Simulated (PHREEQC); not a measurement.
Dissolve 0.8 mmol/kgw NaOH, 6.2 mmol/kgw H3BO3 and 0.02 mmol/kgw (CH3)4NCl at 20 °C. Closed to the air; pH follows from the charge balance.

The numbers come from PHREEQC with the ion-association model, phreeqc.dat.

| Item | Result |
|---|---|
| pH | 8.44 |
| ionic strength | 0.000820 mol/kgw |
| total alkalinity | 0.800 meq/kg |

```json
[
 {"species": "H3BO3", "molality": "0.00540", "activity": "0.00540", "log γ": "0.000"},
 {"species": "Na+", "molality": "0.000800", "activity": "0.000775", "log γ": "-0.014"},
 {"species": "H2BO3-", "molality": "0.000798", "activity": "0.000773", "log γ": "-0.014"},
 {"species": "Cl-", "molality": "2.00e-5", "activity": "1.94e-5", "log γ": "-0.014"},
 {"species": "(CH3)4N+", "molality": "2.00e-5", "activity": "1.94e-5", "log γ": "-0.014"},
 {"species": "OH-", "molality": "1.93e-6", "activity": "1.87e-6", "log γ": "-0.014"},
 {"species": "H+", "molality": "3.78e-9", "activity": "3.67e-9", "log γ": "-0.013"}
]
```

Precipitation was switched off in this run. Complexes and solids missing from the database can't appear. (CH3)4N+ isn't in the database: it is added as a free cation with an ion size of 4 Å.
